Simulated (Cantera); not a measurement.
An adiabatic, constant-pressure homogeneous reactor starts with CH3OH : O2 : N2 = 1 : 1.92 : 7.23 (molar parts), equivalence ratio 0.78, at 1198 K and 4.93 atm.

Computed with Cantera and GRI-Mech 3.0 (53 species, 325 reactions). GRI-Mech 3.0 was tuned for natural gas; its chemistry of methanol as a main component is partial and can be far from experiment.

x: mole fraction; the columns are a selection and need not sum to one.

```tsv
t (s)	T (K)	x CH3OH	x O2	x HO2	x H2	x OH	x C2H	x CH2
7.00e-6	1198	0.0985	0.189	…	6.77e-8	2.42e-10	<1e-12	3.87e-11
1.82e-5	1198	0.0985	0.189	…	1.84e-7	2.46e-10	<1e-12	3.87e-11
4.74e-5	1198	0.0985	0.189	…	4.97e-7	2.49e-10	<1e-12	3.87e-11
0.000123	1198	0.0985	0.189	…	1.36e-6	2.73e-10	<1e-12	3.87e-11
0.000321	1198	0.0985	0.189	…	4.14e-6	4.82e-10	<1e-12	3.87e-11
0.000837	1198	0.0985	0.189	…	1.97e-5	2.13e-9	<1e-12	3.87e-11
0.00218	1201	0.0967	0.188	…	0.000535	1.02e-7	<1e-12	4.21e-11
0.00567	2581	<1e-12	0.0391	9.84e-6	0.00349	0.0108	<1e-12	<1e-12
0.0148	2576	<1e-12	0.0375	9.45e-6	0.00348	0.0105	<1e-12	<1e-12
0.0384	2576	<1e-12	0.0375	9.44e-6	0.00348	0.0105	<1e-12	<1e-12
0.100	2576	<1e-12	0.0375	9.44e-6	0.00348	0.0105	<1e-12	<1e-12
```

**Question.** What belongs in the gaps?

**Answer.** 
- 7.00e-6, x HO2: 1.14e-7
- 1.82e-5, x HO2: 3.25e-7
- 4.74e-5, x HO2: 9.03e-7
- 0.000123, x HO2: 2.40e-6
- 0.000321, x HO2: 6.11e-6
- 0.000837, x HO2: 1.59e-5
- 0.00218, x HO2: 0.000113
